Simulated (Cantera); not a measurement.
**SiH2Cl2 + C2H4 + H2 (silicon carbide growth)**

Charge: 1 mol SiH2Cl2, 0.14 mol C2H4, 90 mol H2, equilibrated at 1073 K and 135 Torr.

Method: chemical equilibrium by Gibbs-energy minimisation in Cantera with the NASA 1993 tables (ideal gas, pure condensed phases). Candidate condensed phases: C, C6H6, C7H8, C8H18, Si, SiC; 109 gas species. Mutual solubility and eutectic melting of coexisting phases are not modelled. The tables' values for SiCl3 are old estimates; treat these amounts as uncertain. Rates play no part.

```json
{
  "x(H2)": "0.986",
  "x(HCl)": "0.0111",
  "x(SiHCl3)": "0.00141",
  "x(SiCl4)": "0.00129",
  "x(SiCl2)": "0.000242",
  "x(SiH2Cl2)": "0.000180",
  "x(SiCl3)": "0.000140",
  "x(SiH3Cl)": "6.02e-6",
  "x(CH4)": "5.69e-6",
  "n(Si(s))": "0.419 mol",
  "n(SiC(s))": "0.279 mol",
  "gas_amount": "92.01 mol",
  "log10 activity of C(graphite) (absent)": "-3.15"
}
```
